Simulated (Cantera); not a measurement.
A perfectly stirred reactor is fed with 5.38 % CH4, 19.9 % O2, 74.7 % N2, at 1600000 Pa; it is adiabatic with a 348 K inlet, and is followed from long to short residence time, starting on the burning branch (τ in s: 0.12, 0.044, 0.016, 0.006, 0.0022, 0.00082, 0.0003, 0.00011, 4.1e-05).

Computed with Cantera and GRI-Mech 3.0 (53 species, 325 reactions). The pressure lies above the range GRI-Mech 3.0 was tuned for (to about 10 atm).

**Question.** Predict: blow-out, bracketed by the residence times tried; x(CH4) at τ = 0.120 s; x(O2) at τ = 0.120 s; x(H2) at τ = 0.120 s; x(H2O2) at τ = 0.120 s; x(CH4) at τ = 2.20 ms; x(O2) at τ = 2.20 ms; x(H2) at τ = 2.20 ms; x(H2O2) at τ = 2.20 ms.

**Answer.** 
| Quantity | Value |
|---|---|
| blow-out, bracketed by the residence times tried | burning at 2.20 ms, out at 0.820 ms |
| x(CH4) at τ = 0.120 s | 1.09e-5 |
| x(O2) at τ = 0.120 s | 0.0914 |
| x(H2) at τ = 0.120 s | 3.81e-6 |
| x(H2O2) at τ = 0.120 s | 8.63e-8 |
| x(CH4) at τ = 2.20 ms | 0.000608 |
| x(O2) at τ = 2.20 ms | 0.0953 |
| x(H2) at τ = 2.20 ms | 0.000197 |
| x(H2O2) at τ = 2.20 ms | 1.66e-6 |
